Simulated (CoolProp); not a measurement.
R410A along the isotherm 384.4 K: density (kg/m³) from the reference equation and from simpler models built on Tc = 344.5 K, pc = 4.901 MPa, ω = 0.296; each cubic takes its own stable root.

The numbers come from the reference Helmholtz-energy equation of state, Lemmon 2003 in CoolProp. It is a pseudo-pure fit of the blend.

```json
[
 {"p (MPa)": "4.9", "phase": "gas", "reference": "155.3"},
 {"p (MPa)": "9.8", "phase": "supercritical", "reference": "530.8"},
 {"p (MPa)": "14.7", "phase": "supercritical", "reference": "750.1"},
 {"p (MPa)": "19.6", "phase": "supercritical", "reference": "841.7"},
 {"p (MPa)": "24.5", "phase": "supercritical", "reference": "899.3"},
 {"p (MPa)": "29.4", "phase": "supercritical", "reference": "942.0"},
 {"p (MPa)": "34.3", "phase": "supercritical", "reference": "976.2"},
 {"p (MPa)": "39.2", "phase": "supercritical", "reference": "1005"},
 {"p (MPa)": "44.1", "phase": "supercritical", "reference": "1030"},
 {"p (MPa)": "49", "phase": "supercritical", "reference": "1052"}
]
```

How far does each simpler model (ideal gas, Redlich-Kwong, Soave-Redlich-Kwong, Peng-Robinson) lie from the reference over these 10 states: mean and median of the absolute difference, and the worst?


- ideal gas: mean 29.6 %, median 28.7 %, worst -58.1 % at 384.4 K and 9.8 MPa
- Redlich-Kwong: mean 11.1 %, median 12.3 %, worst -14.1 % at 384.4 K and 14.7 MPa
- Soave-Redlich-Kwong: mean 14.5 %, median 14.9 %, worst -19.3 % at 384.4 K and 14.7 MPa
- Peng-Robinson: mean 6.7 %, median 6.1 %, worst -12.2 % at 384.4 K and 9.8 MPa
